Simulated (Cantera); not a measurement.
Input: 1 mol Fe3O4, 180 mol H2, held at 27.0 Torr.

Cantera equilibrium calculation (NASA polynomials, part measured and part estimated; ideal gas, pure solids and liquids). Candidate condensed phases: Fe, FeO, Fe(OH)2, Fe(OH)3, Fe2O3, Fe3O4, H2O; 12 gas species. Equilibrium is a limit: real reactors are often held back by kinetics, nucleation or transport.

x: gas mole fraction; n: condensed amount in mol.

```tsv
T (K)	x H2	x H2O	x H	x Fe	x OH	n Fe(α)	n Fe(γ)
650	0.978	0.0222	<1e-12	<1e-12	<1e-12	3.00	0
750	0.978	0.0222	1.65e-12	<1e-12	<1e-12	3.00	0
850	0.978	0.0222	1.07e-10	<1e-12	<1e-12	3.00	0
950	0.978	0.0222	2.90e-9	<1e-12	<1e-12	3.00	0
1050	0.978	0.0222	4.23e-8	4.26e-12	(withheld)	3.00	0
1150	0.978	0.0222	3.89e-7	2.39e-10	(withheld)	3.00	0
1250	0.978	0.0222	2.52e-6	6.89e-9	(withheld)	0	3.00
1350	0.978	0.0222	1.24e-5	1.19e-7	(withheld)	0	3.00
1450	0.978	0.0222	4.93e-5	1.39e-6	(withheld)	0	3.00
1550	0.978	0.0222	0.000164	1.16e-5	(withheld)	0	3.00
```

### Question
Fill in the missing entries.

### Answer

- 1050, x OH: 3.07e-12
- 1150, x OH: 5.34e-11
- 1250, x OH: 5.91e-10
- 1350, x OH: 4.58e-9
- 1450, x OH: 2.69e-8
- 1550, x OH: 1.25e-7
